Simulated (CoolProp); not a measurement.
CH2F2 (R32) along the isobar 0.453 MPa: Z from the reference equation and from simpler models built on Tc = 78.1 °C, pc = 5.783 MPa, ω = 0.277; each cubic takes its own stable root.

Model: reference Helmholtz-energy equation of state, Tillner-Roth 1997, in CoolProp.

```tsv
T (°C)	phase	reference	van der Waals	Redlich-Kwong	Soave-Redlich-Kwong	Peng-Robinson
-21.35	liquid	0.01001	0.9467	0.9282	0.01285	0.01135
3.65	gas	0.9230	0.9576	0.9455	0.9403	0.9366
28.55	gas	0.9454	0.9656	0.9576	0.9548	0.9513
53.45	gas	0.9595	0.9716	0.9664	0.9652	0.9620
78.35	gas	0.9692	0.9763	0.9729	0.9729	0.9699
103.25	gas	0.9760	0.9800	0.9779	0.9788	0.9760
128.15	gas	0.9811	0.9830	0.9818	0.9833	0.9807
153.05	gas	0.9849	0.9855	0.9849	0.9868	0.9844
```

At some of these states van der Waals, Redlich-Kwong gives the other phase, because its saturation line lies elsewhere.
